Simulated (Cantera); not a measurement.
An adiabatic, constant-volume homogeneous reactor starts with CH4 : O2 : N2 = 1 : 1.54 : 5.78 (molar parts), at 1350 K and 19500 Torr.

Computed with Cantera and GRI-Mech 3.0 (53 species, 325 reactions). The pressure lies above the range GRI-Mech 3.0 was tuned for (to about 10 atm). Above 3000 K some thermodynamic fits are extrapolated.

x: mole fraction; the columns are a selection and need not sum to one.

| t (s) | T (K) | P (bar) | x CH4 | x O2 | x H | x CH2O | x HO2 |
|---|---|---|---|---|---|---|---|
| 1.00e-6 | 1350 | 26.0 | 0.120 | 0.185 | 2.03e-10 | 1.25e-8 | 3.18e-7 |
| 2.63e-6 | 1350 | 26.0 | 0.120 | 0.185 | 4.16e-10 | 9.72e-8 | 7.89e-7 |
| 6.92e-6 | 1350 | 26.0 | 0.120 | 0.185 | 1.33e-9 | 9.05e-7 | 1.78e-6 |
| 1.82e-5 | 1350 | 26.0 | 0.120 | 0.185 | 5.78e-9 | 1.02e-5 | 3.15e-6 |
| 4.79e-5 | 1351 | 26.0 | 0.120 | 0.185 | ___ | ___ | ___ |
| 0.000126 | 1355 | 26.1 | 0.119 | 0.185 | ___ | ___ | ___ |
| 0.000331 | 1902 | 37.7 | 0.0565 | 0.122 | 0.000118 | 0.00392 | 0.000380 |
| 0.000872 | 3137 | 64.5 | 4.83e-11 | 0.00141 | 0.00599 | 7.77e-8 | 4.73e-6 |
| 0.00229 | 3137 | 64.5 | 4.83e-11 | 0.00141 | 0.00599 | 7.77e-8 | 4.73e-6 |
| 0.00603 | 3137 | 64.5 | 4.83e-11 | 0.00141 | 0.00599 | 7.77e-8 | 4.73e-6 |
| 0.0159 | 3137 | 64.5 | 4.83e-11 | 0.00141 | 0.00599 | 7.77e-8 | 4.73e-6 |
| 0.0418 | 3137 | 64.5 | 4.83e-11 | 0.00141 | 0.00599 | 7.77e-8 | 4.73e-6 |
| 0.110 | 3137 | 64.5 | 4.83e-11 | 0.00141 | 0.00599 | 7.77e-8 | 4.73e-6 |
| 0.289 | 3137 | 64.5 | 4.83e-11 | 0.00141 | 0.00599 | 7.77e-8 | 4.73e-6 |
| 0.760 | 3137 | 64.5 | 4.83e-11 | 0.00141 | 0.00599 | 7.77e-8 | 4.73e-6 |
| 2.00 | 3137 | 64.5 | 4.83e-11 | 0.00141 | 0.00599 | 7.77e-8 | 4.73e-6 |

Problem. Some entries are withheld; supply them.

Solution. 
- 4.79e-5, x H: 1.43e-8
- 4.79e-5, x CH2O: 7.77e-5
- 4.79e-5, x HO2: 4.83e-6
- 0.000126, x H: 4.06e-8
- 0.000126, x CH2O: 0.000371
- 0.000126, x HO2: 1.11e-5
